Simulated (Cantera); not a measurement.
An adiabatic, constant-pressure homogeneous reactor starts with 9.88 % CH₄, 3.95 % CO, 18.1 % O₂, 68.1 % N₂, equivalence ratio 1.2, at 1450 K and 5.00 bar.

Detailed kinetics in Cantera: GRI-Mech 3.0 (53 species, 325 reactions).

One state of this run: T (K) = 2851; x CH₄ = <1e-12; x CO = 0.0695; x O₂ = 0.00593; x H₂O = 0.156; x C₂H₄ = <1e-12; x HCN = 1.39e-8; x C₂H = <1e-12. x: mole fraction; the columns are a selection and need not sum to one.

### Question
Which value of t (s) does it belong to?
A) 0.000196
B) 1.04e-5
C) 0.0160
D) 0.000408

### Answer
C, 0.0160
